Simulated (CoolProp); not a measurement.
Aqueous ethylene glycol as a coolant, 27 % by mass, freezing at -12.3 °C, 1 atm.

The numbers come from the Melinder's fits for secondary coolants in CoolProp.

```tsv
T (°C)	conductivity (W/(m K))	viscosity (mPa s)	cp (kJ/(kg K))	density (kg/m³)
-6.7	0.450	___	3.704	1042
0.2	___	3.90	3.722	1040
7.1	0.465	3.03	3.741	1038
13.9	0.471	2.41	3.759	1036
20.8	0.478	1.96	___	1034
27.7	0.485	___	3.794	1031
34.6	___	1.36	3.812	1028
```

**Question.** Some entries are withheld; supply them.

**Answer.** 
- -6.7, viscosity (mPa s): 5.13
- 0.2, conductivity (W/(m K)): 0.457
- 20.8, cp (kJ/(kg K)): 3.777
- 27.7, viscosity (mPa s): 1.61
- 34.6, conductivity (W/(m K)): 0.491
